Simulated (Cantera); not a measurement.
# Thermodynamics of carbon deposition, reforming and gasification, feed n-butane + H₂ + N₂ + O₂

Charge: 1 mol n-butane, 14 mol H₂, 0.89 mol N₂, 0.86 mol O₂, held at 20000 Pa.

Cantera equilibrium calculation (NASA polynomials, part measured and part estimated; ideal gas, pure solids and liquids). Candidate condensed phases: C, C₆H₆, C₇H₈, C₈H₁₈, H₂O; 136 gas species. The numbers say what is thermodynamically allowed, not how fast it happens.

```
T (K)  log p H₂  log p CO  log p N₂  log p CH₄  log p H  log p H₂O  n C(graphite)
-----  --------  --------  --------  ---------  -------  ---------  -------------
973       -0.77     -1.84     -2.07      -2.42    -9.35      -2.81           2.07
1073      -0.76     -1.81     -2.08      -2.86    -8.23      -3.45           2.17
1173      -0.76     -1.80     -2.08      -3.22    -7.31      -4.01           2.23
1273      -0.76     -1.80     -2.08      -3.54    -6.52      -4.48           2.25
1373      -0.76     -1.80     -2.08      -3.81    -5.86      -4.88           2.26
1473      -0.76     -1.80     -2.08      -4.04    -5.28      -5.23           2.27
1573      -0.76     -1.80     -2.09      -4.25    -4.77      -5.54           2.27
1673      -0.76     -1.80     -2.09      -4.43    -4.32      -5.80           2.26
1773      -0.76     -1.80     -2.09      -4.59    -3.92      -6.04           2.25
1873      -0.76     -1.80     -2.09      -4.73    -3.57      -6.25           2.23
1973      -0.76     -1.80     -2.10      -4.85    -3.25      -6.44           2.20
2073      -0.76     -1.80     -2.11      -4.97    -2.96      -6.61           2.15
2173      -0.76     -1.80     -2.12      -5.08    -2.70      -6.77           2.08
2273      -0.77     -1.80     -2.13      -5.18    -2.46      -6.91           1.98
```
log p: log10 of the partial pressure in bar; n: condensed amount in mol.

From 973 K to 2273 K the condensed part is C(graphite). The main C-bearing gas is CO throughout.
